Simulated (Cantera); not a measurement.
What does this Cantera script print?

```python
import numpy as np
import cantera as ct

gas_names = """
    CL CL2 H HCL H2 Si SiCL SiCL2 SiCL3 SiCL4 SiH SiHCL3 SiH2 SiH2CL2 SiH3 SiH3CL SiH4 Si2 Si3
""".split()
cond_names = """
    Si(cr) Si(L)
""".split()


def load(file, names, dense=False):
    # The tables refer to 1 bar. Condensed volumes are neglected.
    table = {s.name: s for s in ct.Species.list_from_file(file)}
    out = []
    for n in names:
        d = dict(table[n].input_data)
        d["thermo"] = dict(d["thermo"], **{"reference-pressure": 1e5})
        if dense:
            d["equation-of-state"] = {"model": "constant-volume", "density": "1e6 g/cm^3"}
        out.append(ct.Species.from_dict(d))
    return out


gas = ct.Solution(thermo="ideal-gas", species=load("nasa_gas.yaml", gas_names))
cond = {s.name: ct.Solution(thermo="fixed-stoichiometry", species=[s], name=s.name)
        for s in load("nasa_condensed.yaml", cond_names, dense=True)}
atoms = {
    'SiHCl3': {'Si': 1, 'H': 1, 'CL': 3},
    'H2': {'H': 2},
}
top_T = {}  # K; cautious upper limits of use, not melting points


def equilibrate(T, P, feed):
    n = {}
    for name, mol in feed.items():
        for a, k in atoms[name].items():
            n[a] = n.get(a, 0.0) + k * mol
    gas.TPX = T, P, n
    mass = sum(n.values()) * gas.mean_molecular_weight
    gas.equilibrate("TP")
    valid = [c for c in cond.values() if c.min_temp <= T <= top_T.get(c.name, c.max_temp)]
    mix = ct.Mixture([(gas, mass / gas.mean_molecular_weight)] + [(c, 0.0) for c in valid])
    mix.T, mix.P = T, P
    mix.equilibrate("TP", solver="vcs", rtol=1e-11, max_steps=5000)
    return mix


results = []
feed = {'SiHCl3': 1, 'H2': 140}  # mol
P = 20000  # Pa
for T in [800, 875, 950, 1025, 1100, 1175, 1250, 1325, 1400, 1475, 1550, 1625]:
    mix = equilibrate(T, P, feed)
    results.append((T, P, feed, dict(zip(mix.species_names, mix.species_moles))))

top = {s: max(r[3][s] / sum(r[3][g] for g in gas_names) for r in results) for s in gas_names}
cols = sorted((s for s in top if top[s] > 0.0001), key=lambda s: -top[s])[:8]
seen = [c for c in cond_names if any(r[3].get(c, 0) > 1e-12 for r in results)]
print("log10 of partial pressures in bar; condensed amounts in mol")
print(f"{'T/K':>10s}" + "".join(f"{s[:9]:>10s}" for s in cols + seen))
for T, P, feed, n in results:
    ng = sum(n[g] for g in gas_names)
    print(f"{T:10.4g}" + "".join(f"{np.log10(max(n[s] / ng * P / 1e5, 1e-99)):10.3f}" for s in cols)
          + "".join(f"{n.get(c, 0):10.4g}" for c in seen))
```

It prints:

```
log10 of partial pressures in bar; condensed amounts in mol
       T/K        H2       HCL    SiHCL3     SiCL4     SiCL2   SiH2CL2         H     SiCL3    Si(cr)
       800    -0.702    -3.757    -3.240    -3.250    -6.800    -4.321   -11.889    -6.048    0.1617
       875    -0.702    -3.366    -3.274    -3.278    -5.924    -4.310   -10.651    -5.482    0.2133
       950    -0.703    -3.048    -3.334    -3.341    -5.209    -4.321    -9.606    -5.037     0.305
      1025    -0.704    -2.796    -3.441    -3.467    -4.637    -4.369    -8.713    -4.712    0.4411
      1100    -0.706    -2.611    -3.626    -3.701    -4.208    -4.473    -7.940    -4.526    0.6018
      1175    -0.707    -2.497    -3.930    -4.093    -3.930    -4.658    -7.265    -4.506    0.7375
      1250    -0.707    -2.447    -4.343    -4.634    -3.785    -4.919    -6.669    -4.637    0.8093
      1325    -0.708    -2.430    -4.796    -5.228    -3.715    -5.207    -6.140    -4.839    0.8325
      1400    -0.708    -2.426    -5.231    -5.799    -3.675    -5.485    -5.667    -5.051    0.8357
      1475    -0.708    -2.427    -5.631    -6.326    -3.647    -5.740    -5.241    -5.253    0.8323
      1550    -0.708    -2.428    -5.996    -6.806    -3.625    -5.973    -4.856    -5.438    0.8267
      1625    -0.708    -2.430    -6.328    -7.242    -3.607    -6.185    -4.505    -5.608    0.8203
```

Method: chemical equilibrium by Gibbs-energy minimisation in Cantera with the NASA 1993 tables (ideal gas, pure condensed phases). The tables' values for SiCl3 are old estimates; treat these amounts as uncertain.
